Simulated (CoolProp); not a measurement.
Saturation properties of n-undecane.

Model: reference Helmholtz-energy equation of state, Aleksandrov 2011, in CoolProp. It is a short technical equation, of lower accuracy than the large ones.

| T (°C) | p (bar) | liquid density (kg/m³) | vapour density (kg/m³) | enthalpy of vaporisation (kJ/kg) | surface tension (mN/m) |
|---|---|---|---|---|---|
| 191.25 | 0.9055 | 603.5 | 3.916 | 267.9 | 10.0 |
| 204.65 | 1.253 | 591.2 | 5.358 | 259.4 | 9.02 |
| 218.15 | 1.702 | 578.3 | 7.222 | 250.5 | 8.03 |
| 231.65 | 2.266 | ___ | 9.590 | 241.1 | 7.08 |
| 245.15 | 2.966 | 550.8 | 12.58 | 231.1 | ___ |
| 258.65 | 3.823 | 535.9 | 16.33 | 220.4 | ___ |
| 272.15 | 4.860 | 519.9 | 21.06 | 208.9 | 4.40 |
| 285.65 | 6.102 | 502.7 | 27.05 | 196.2 | 3.58 |
| 299.05 | 7.568 | 484.0 | 34.64 | 182.2 | 2.81 |
| 312.55 | 9.313 | 462.8 | 44.64 | 166.2 | 2.09 |

### Question
What belongs in the gaps?

### Answer

- 231.65, liquid density (kg/m³): 564.9
- 245.15, surface tension (mN/m): 6.15
- 258.65, surface tension (mN/m): 5.26

It boils at 195.8 °C under 1 atm.

Surface tension comes from a separate correlation (Mulero 2014).
